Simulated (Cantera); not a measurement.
A Cantera script and its output.

```python
import numpy as np
import cantera as ct

gas = ct.Solution("gri30.yaml", transport_model="multicomponent")
show = ['CO2', 'NH3', 'CH3']

rows = []
print(f"{'T/K':>7s}{'rho':>11s}{'cp':>10s}{'mu':>11s}{'lambda':>11s}{'Pr':>7s}" + "".join(f"{'D_' + s:>11s}" for s in show))
for T in [400, 600, 800, 1000, 1200, 1400]:
    gas.TPX = T, 93, {'CO2': 0.21, 'H2': 0.48}
    Pr = gas.cp_mass * gas.viscosity / gas.thermal_conductivity
    D = [gas.mix_diff_coeffs_mole[gas.species_index(s)] for s in show]
    rows.append([gas.density, gas.cp_mass, gas.viscosity, gas.thermal_conductivity, Pr, *D])
    print(f"{T:7g}{gas.density:11.4e}{gas.cp_mass:10.1f}{gas.viscosity:11.4e}"
          f"{gas.thermal_conductivity:11.4e}{Pr:7.3f}" + "".join(f"{d:11.4e}" for d in D))
print("SI units: kg/m3, J/kg/K, Pa s, W/m/K, m2/s")
```

Output:

```
    T/K        rho        cp         mu     lambda     Pr      D_CO2      D_NH3      D_CH3
    400 4.1376e-04    2225.5 1.9027e-05 1.2185e-01  0.348 1.1916e-01 6.8108e-02 6.7482e-02
    600 2.7584e-04    2349.5 2.6244e-05 1.6525e-01  0.373 2.3790e-01 1.4535e-01 1.3738e-01
    800 2.0688e-04    2450.2 3.2453e-05 2.0625e-01  0.386 3.8586e-01 2.4427e-01 2.2491e-01
   1000 1.6550e-04    2535.4 3.8001e-05 2.4595e-01  0.392 5.6010e-01 3.6205e-01 3.2816e-01
   1200 1.3792e-04    2615.6 4.3079e-05 2.8623e-01  0.394 7.5863e-01 4.9686e-01 4.4585e-01
   1400 1.1822e-04    2686.5 4.7803e-05 3.2604e-01  0.394 9.7995e-01 6.4740e-01 5.7703e-01
SI units: kg/m3, J/kg/K, Pa s, W/m/K, m2/s
```

Cantera simulation using GRI-Mech 3.0 (53 species, 325 reactions); the numbers are that mechanism's predictions, not measurements.
